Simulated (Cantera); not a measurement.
Input: 1 mol Si, 1 mol Cl2, 8.5 mol H2, at 10.0 bar.

Equilibrium computed with Cantera from the NASA thermochemical tables; the gas is ideal and each condensed phase is pure. Candidate condensed phases: Si; 19 gas species. The tables' values for SiCl3 are old estimates; treat these amounts as uncertain. Equilibrium is a limit: real reactors are often held back by kinetics, nucleation or transport. All values below are at 975 K.

Base state: H2 0.929, SiHCl3 0.0360, SiCl4 0.0254, SiH2Cl2 0.00535, HCl 0.00374, SiH3Cl 0.000201, SiCl3 0.000148, SiCl2 2.44e-5 (mole fractions); condensed: Si(s).

Task: What changes in the equilibrium state with this change: Cl2 from 1 to 2.8 mol?

Result: 
| species | before | after |
|---|---|---|
| H2 | 0.929 | 0.745 |
| HCl | 0.00374 | 0.158 |
| SiCl4 | 0.0254 | 0.0945 |
| SiHCl3 | 0.0360 | 0.00255 |
| SiH3Cl | 0.000201 | 5.14e-9 |
| SiH2Cl2 | 0.00535 | 7.20e-6 |
| SiCl2 | 2.44e-5 | 4.09e-8 |
| SiCl3 | 0.000148 | 1.17e-5 |
| Si(s), mol | 0.403 | 0 |

Task: What changes in the equilibrium state with this change: Si replaced by SiCl4?

Result: 
```tsv
species	before	after
H2	0.929	0.712
HCl	0.00374	0.192
SiCl4	0.0254	0.0933
SiHCl3	0.0360	0.00197
SiH3Cl	0.000201	2.45e-9
SiH2Cl2	0.00535	4.37e-6
SiCl2	2.44e-5	2.60e-8
Si(s), mol	0.403	0
```
